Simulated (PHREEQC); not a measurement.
Consider water at 20 °C with 1.6 mol SrCl2 per kg of water. Closed to the air; pH follows from the charge balance.

Model: Pitzer model, pitzer.dat, run in PHREEQC.

- ionic strength = 4.80 mol/kgw
- activity of water = 0.904
- density = 1.199 g/cm³
- osmotic coefficient = 1.171

```
species  molality  activity   log γ
-------  --------  --------  ------
Cl-          3.20      1.86  -0.235
Sr+2         1.60     0.894  -0.253
OH-       1.78e-7   1.84e-8  -0.988
H+        1.78e-7   3.37e-7   0.276
```

This is a speciation only: nothing precipitates in the calculation.
